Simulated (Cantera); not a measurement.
Input: 1 mol TiCl4, a varied amount of CH4, held at 1600 K and 53.0 Pa.

These are equilibrium values from Cantera (NASA tables, ideal gas, pure condensed phases), not measurements of a reactor. Candidate condensed phases: C, C6H6, C7H8, C8H18, Ti, TiC, TiCl2, TiCl3, TiCl4; 96 gas species. The tables' values for TiCl2 are old estimates; treat these amounts as uncertain. TiC: taken at fixed stoichiometry. The numbers say what is thermodynamically allowed, not how fast it happens.

log p: log10 of the partial pressure in bar; n: condensed amount in mol.

```json
[
 {"n(CH4) (mol)": "0.77", "log p HCl": "-3.38", "log p H2": "-4.39", "log p TiCl3": "-4.19", "log p TiCl4": "-5.15", "n C(graphite)": "0.229", "n TiC(s)": "…"},
 {"n(CH4) (mol)": "1", "log p HCl": "-3.37", "log p H2": "-4.20", "log p TiCl3": "-4.44", "log p TiCl4": "-5.49", "n C(graphite)": "0.296", "n TiC(s)": "…"},
 {"n(CH4) (mol)": "1.2", "log p HCl": "-3.38", "log p H2": "-4.06", "log p TiCl3": "-4.67", "log p TiCl4": "-5.79", "n C(graphite)": "0.395", "n TiC(s)": "…"},
 {"n(CH4) (mol)": "1.5", "log p HCl": "-3.41", "log p H2": "-3.90", "log p TiCl3": "-4.99", "log p TiCl4": "-6.22", "n C(graphite)": "0.607", "n TiC(s)": "0.893"},
 {"n(CH4) (mol)": "1.7", "log p HCl": "-3.43", "log p H2": "-3.83", "log p TiCl3": "-5.18", "log p TiCl4": "-6.47", "n C(graphite)": "0.775", "n TiC(s)": "0.925"},
 {"n(CH4) (mol)": "1.9", "log p HCl": "-3.46", "log p H2": "-3.76", "log p TiCl3": "-5.34", "log p TiCl4": "-6.70", "n C(graphite)": "0.955", "n TiC(s)": "0.945"},
 {"n(CH4) (mol)": "2.2", "log p HCl": "-3.49", "log p H2": "-3.69", "log p TiCl3": "-5.56", "log p TiCl4": "-6.99", "n C(graphite)": "1.24", "n TiC(s)": "0.963"},
 {"n(CH4) (mol)": "2.4", "log p HCl": "-3.52", "log p H2": "-3.65", "log p TiCl3": "-5.69", "log p TiCl4": "-7.16", "n C(graphite)": "1.43", "n TiC(s)": "0.971"},
 {"n(CH4) (mol)": "2.6", "log p HCl": "-3.54", "log p H2": "-3.62", "log p TiCl3": "-5.81", "log p TiCl4": "-7.31", "n C(graphite)": "1.62", "n TiC(s)": "0.976"},
 {"n(CH4) (mol)": "2.9", "log p HCl": "-3.57", "log p H2": "-3.59", "log p TiCl3": "-5.96", "log p TiCl4": "-7.52", "n C(graphite)": "1.92", "n TiC(s)": "0.982"},
 {"n(CH4) (mol)": "3.1", "log p HCl": "-3.59", "log p H2": "-3.56", "log p TiCl3": "-6.06", "log p TiCl4": "-7.65", "n C(graphite)": "2.12", "n TiC(s)": "0.985"},
 {"n(CH4) (mol)": "3.3", "log p HCl": "-3.61", "log p H2": "-3.55", "log p TiCl3": "-6.14", "log p TiCl4": "-7.76", "n C(graphite)": "2.31", "n TiC(s)": "0.987"}
]
```

### Question
Fill in the missing entries.

### Answer

- 0.77, n TiC(s): 0.541
- 1, n TiC(s): 0.704
- 1.2, n TiC(s): 0.805
